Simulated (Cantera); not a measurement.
A perfectly stirred reactor is fed with 12.8 % NH3, 87.2 % N2, at 13300 Pa; it is held at 2175 K, and followed from long to short residence time.

Model: the gas-phase N/H chemistry of the illustrative SiF4/NH3 mechanism in the Surface Chemkin manual (1991), integrated in Cantera. Walls and surfaces, which speed up NH3 decomposition in real reactors, are not modelled.

Task: Predict: x(NH3) at τ = 1.80 s; x(H) at τ = 1.80 s; x(N2H2) at τ = 1.80 s; x(H2) at τ = 1.80 s; x(NH3) at τ = 24.0 ms; x(N2H4) at τ = 24.0 ms; x(H) at τ = 24.0 ms; x(N2H2) at τ = 24.0 ms; x(H2) at τ = 24.0 ms.

Result: 
| Quantity | Value |
|---|---|
| x(NH3) at τ = 1.80 s | 0.00280 |
| x(H) at τ = 1.80 s | 0.00106 |
| x(N2H2) at τ = 1.80 s | 2.56e-8 |
| x(H2) at τ = 1.80 s | 0.166 |
| x(NH3) at τ = 24.0 ms | 0.0830 |
| x(N2H4) at τ = 24.0 ms | 6.24e-9 |
| x(H) at τ = 24.0 ms | 0.000146 |
| x(N2H2) at τ = 24.0 ms | 1.07e-6 |
| x(H2) at τ = 24.0 ms | 0.0595 |
